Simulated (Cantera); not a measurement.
Boron, boron nitride and boron oxide: BCl3 + H2

A closed system holds: 1 mol BCl3, 8.7 mol H2, at 1200 K and 13.3 mbar.

These are equilibrium values from Cantera (NASA tables, ideal gas, pure condensed phases), not measurements of a reactor. Candidate condensed phases: B; 13 gas species. The tables' values for BCl2 are old estimates; treat these amounts as uncertain. Gases not in the tables: BHCl2. Kinetics and transport are ignored.

```
Quantity        Value
----------  ---------
x(H2)           0.778
x(HCl)          0.183
x(BCl3)        0.0389
x(BCl2)       2.81e-5
x(BCl)        4.05e-6
x(H)          1.51e-6
n(B(s))     0.610 mol
gas amount  10.01 mol
```
